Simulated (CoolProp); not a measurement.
Vapour-liquid equilibrium of R113 (1) + n-hexane (2) at 10.75 °C; x and y are mole fractions of (1).

Model: multi-fluid Helmholtz-energy mixture model, Marx 1992 and Thol 2019; pair parameters Bell 2016, in CoolProp.

```csv
x,bubble pressure (MPa),y at the bubble point,dew pressure at overall composition x (MPa),liquid density (mol/L)
0.05,0.01171,0.149,0.01085,7.779
0.2,0.01485,0.425,?,7.878
0.35,0.01735,?,?,7.984
0.5,0.01942,?,0.01595,8.095
0.65,0.02120,0.794,0.01848,8.214
0.8,0.02280,?,0.02131,?
0.95,?,0.969,?,8.475
```

Question: Fill in the missing entries.

Answer: 
- 0.2, dew pressure at overall composition x (MPa): 0.01220
- 0.35, y at the bubble point: 0.586
- 0.35, dew pressure at overall composition x (MPa): 0.01387
- 0.5, y at the bubble point: 0.701
- 0.8, y at the bubble point: 0.881
- 0.8, liquid density (mol/L): 8.340
- 0.95, bubble pressure (MPa): 0.02428
- 0.95, dew pressure at overall composition x (MPa): 0.02398

No azeotrope shows between x = 0.05 and 0.95.

Pair parameters are fitted to limited data, so mixtures are less certain than the pure fluids.
